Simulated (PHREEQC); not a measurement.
## Acid rinse or clean: speciation

Consider water at 40 °C with 0.0015 mol/kgw H2SO4, 0.00025 mol/kgw NaCl and 0.00033 mol/kgw CuCl2. Closed to the air; pH follows from the charge balance.

All values are PHREEQC results (ion-association model, phreeqc.dat), not measurements.

This is a speciation only: nothing precipitates in the calculation.

### Question
Estimate the pH, specific conductance.

### Answer
pH 2.60; specific conductance 1600 µS/cm.

### Question
In which forms is S present?

### Answer
SO4-2 76 %, HSO4- 21 %, CuSO4 2.7 % of the S.

Away from 25 °C the constants follow the database's enthalpies or fits; those with neither stay at their 25 °C values.
